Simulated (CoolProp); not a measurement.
Saturation properties of C2F6 (R116) (Tc = 19.9 °C, pc = 3048 kPa, ω = 0.257).

Values from CoolProp's reference Helmholtz-energy equation of state, Lemmon 2006. It is a short technical equation, of lower accuracy than the large ones.

```json
[
 {"T (°C)": "-68.55", "p (kPa)": "164.6", "vapour density (kg/m³)": "___", "liquid cp (kJ/(kg K))": "___", "surface tension (mN/m)": "9.76", "liquid viscosity (µPa s)": "356"},
 {"T (°C)": "-64.15", "p (kPa)": "202.5", "vapour density (kg/m³)": "17.36", "liquid cp (kJ/(kg K))": "0.9796", "surface tension (mN/m)": "9.17", "liquid viscosity (µPa s)": "330"},
 {"T (°C)": "-59.65", "p (kPa)": "247.7", "vapour density (kg/m³)": "21.04", "liquid cp (kJ/(kg K))": "0.9932", "surface tension (mN/m)": "8.58", "liquid viscosity (µPa s)": "306"},
 {"T (°C)": "-55.25", "p (kPa)": "299.0", "vapour density (kg/m³)": "25.21", "liquid cp (kJ/(kg K))": "1.007", "surface tension (mN/m)": "8.00", "liquid viscosity (µPa s)": "284"},
 {"T (°C)": "-50.85", "p (kPa)": "357.9", "vapour density (kg/m³)": "30.01", "liquid cp (kJ/(kg K))": "1.023", "surface tension (mN/m)": "7.43", "liquid viscosity (µPa s)": "264"},
 {"T (°C)": "-46.45", "p (kPa)": "425.2", "vapour density (kg/m³)": "35.52", "liquid cp (kJ/(kg K))": "1.039", "surface tension (mN/m)": "6.87", "liquid viscosity (µPa s)": "245"},
 {"T (°C)": "-42.05", "p (kPa)": "501.5", "vapour density (kg/m³)": "41.83", "liquid cp (kJ/(kg K))": "1.057", "surface tension (mN/m)": "___", "liquid viscosity (µPa s)": "228"},
 {"T (°C)": "-37.55", "p (kPa)": "589.6", "vapour density (kg/m³)": "49.21", "liquid cp (kJ/(kg K))": "1.076", "surface tension (mN/m)": "5.75", "liquid viscosity (µPa s)": "212"},
 {"T (°C)": "-33.15", "p (kPa)": "686.5", "vapour density (kg/m³)": "57.46", "liquid cp (kJ/(kg K))": "1.098", "surface tension (mN/m)": "5.22", "liquid viscosity (µPa s)": "197"},
 {"T (°C)": "-28.75", "p (kPa)": "794.7", "vapour density (kg/m³)": "66.88", "liquid cp (kJ/(kg K))": "___", "surface tension (mN/m)": "4.69", "liquid viscosity (µPa s)": "183"},
 {"T (°C)": "-24.35", "p (kPa)": "915.1", "vapour density (kg/m³)": "77.66", "liquid cp (kJ/(kg K))": "1.149", "surface tension (mN/m)": "4.17", "liquid viscosity (µPa s)": "169"},
 {"T (°C)": "-19.95", "p (kPa)": "1049", "vapour density (kg/m³)": "90.01", "liquid cp (kJ/(kg K))": "1.181", "surface tension (mN/m)": "3.66", "liquid viscosity (µPa s)": "156"},
 {"T (°C)": "-15.45", "p (kPa)": "1199", "vapour density (kg/m³)": "104.6", "liquid cp (kJ/(kg K))": "1.219", "surface tension (mN/m)": "3.16", "liquid viscosity (µPa s)": "144"},
 {"T (°C)": "-11.05", "p (kPa)": "1362", "vapour density (kg/m³)": "121.1", "liquid cp (kJ/(kg K))": "___", "surface tension (mN/m)": "2.67", "liquid viscosity (µPa s)": "132"}
]
```

Question: Fill in the missing entries.

Answer: 
- -68.55, vapour density (kg/m³): 14.26
- -68.55, liquid cp (kJ/(kg K)): 0.9670
- -42.05, surface tension (mN/m): 6.31
- -28.75, liquid cp (kJ/(kg K)): 1.122
- -11.05, liquid cp (kJ/(kg K)): 1.264

It boils at -78.1 °C under 1 atm.

Viscosity comes from a separate model (Huber 2003), an estimate that may be off by 10 % or more. Surface tension comes from a separate correlation (Mulero 2012).
